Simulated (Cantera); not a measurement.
## SiHCl3 + N2 + H2 + NH3 (silicon nitride deposition)

Feed: 1 mol SiHCl3, 22 mol N2, a varied amount of H2, 0.49 mol NH3, at 873 K and 2.60 mbar.

Equilibrium computed with Cantera from the NASA thermochemical tables; the gas is ideal and each condensed phase is pure. Candidate condensed phases: NH4Cl, Si, Si3N4; 28 gas species. The numbers say what is thermodynamically allowed, not how fast it happens.

From 0.56 mol H2 to 14 mol H2 the condensed part is Si3N4(s). The main Si-bearing gas is SiCl4 throughout. The share of Si in condensed phases is highest at 14 mol H2 (99.9 %) and lowest at 0.56 mol H2 (81.2 %).

```csv
n(H2) (mol),x N2,x H2,x HCl,x SiCl4,x SiHCl3,x SiCl3,x NH3,x SiCl2,n Si3N4(s)
0.56,0.875,0.0270,0.0906,0.00756,4.83e-6,1.54e-6,1.64e-8,1.84e-8,0.271
0.96,0.859,0.0381,0.0979,0.00525,4.37e-6,1.17e-6,2.71e-8,1.54e-8,0.289
1.6,0.836,0.0575,0.104,0.00298,3.53e-6,7.71e-7,4.97e-8,1.17e-8,0.308
2.8,0.797,0.0959,0.106,0.00119,2.31e-6,3.91e-7,1.05e-7,7.53e-9,0.323
4.9,0.739,0.159,0.101,0.000378,1.27e-6,1.67e-7,2.16e-7,4.35e-9,0.330
8.4,0.660,0.249,0.0913,0.000111,6.46e-7,6.78e-8,3.98e-7,2.44e-9,0.332
14,0.563,0.359,0.0782,3.19e-5,3.13e-7,2.74e-8,6.35e-7,1.38e-9,0.333
```
x: gas mole fraction; n: condensed amount in mol.
